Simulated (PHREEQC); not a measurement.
Solution (20 °C): 0.64 mol/kgw K2CO3 and 0.00029 mol/kgw H3BO3. Closed to the air; pH follows from the charge balance.

Model: Pitzer model, pitzer.dat, run in PHREEQC.

Q: The ionic strength comes out as 1.91 mol/kgw. What activity coefficients do CO3-2, K+, B(OH)4-, HCO3-, OH- get?

A: CO3-2 0.13, K+ 0.51, B(OH)4- 0.55, HCO3- 0.53, OH- 0.87. Single-ion values are on the MacInnes scale.

No solid was allowed to form. In brines, pH and single-ion activities rest on the MacInnes convention.
